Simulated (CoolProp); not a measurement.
A simple Rankine cycle with ammonia: condensing at 311.15 K, boiler at 4.97 MPa, turbine inlet 363.8 K, turbine efficiency 0.75, pump efficiency 0.6, no recuperator. Each further row changes one setting.

Values from CoolProp's reference Helmholtz-energy equation of state, Gao 2020.

| case | thermal efficiency (%) | net work (kJ/kg) | heat in (kJ/kg) | turbine exit temperature (K) | volume ratio over the turbine |
|---|---|---|---|---|---|
| as stated | 8.9 | ___ | 1080 | 311.1 | ___ |
| turbine inlet 383.8 K | ___ | 108 | 1180 | 311.1 | 2.96 |
| condensing temperature 303.15 K | 10.2 | ___ | 1120 | 303.1 | 4.00 |
| boiler pressure 3.48 MPa | 6.8 | 79.5 | ___ | 311.1 | ___ |
| turbine efficiency 0.65 | ___ | 82.1 | 1080 | 311.1 | 3.27 |

Q: Fill in the missing entries.

A: 
- as stated, net work (kJ/kg): 96.3
- as stated, volume ratio over the turbine: 3.22
- turbine inlet 383.8 K, thermal efficiency (%): 9.2
- condensing temperature 303.15 K, net work (kJ/kg): 115
- boiler pressure 3.48 MPa, heat in (kJ/kg): 1170
- boiler pressure 3.48 MPa, volume ratio over the turbine: 2.12
- turbine efficiency 0.65, thermal efficiency (%): 7.6

The expansion ends wet for: as stated; turbine inlet 383.8 K; condensing temperature 303.15 K; boiler pressure 3.48 MPa; turbine efficiency 0.65.
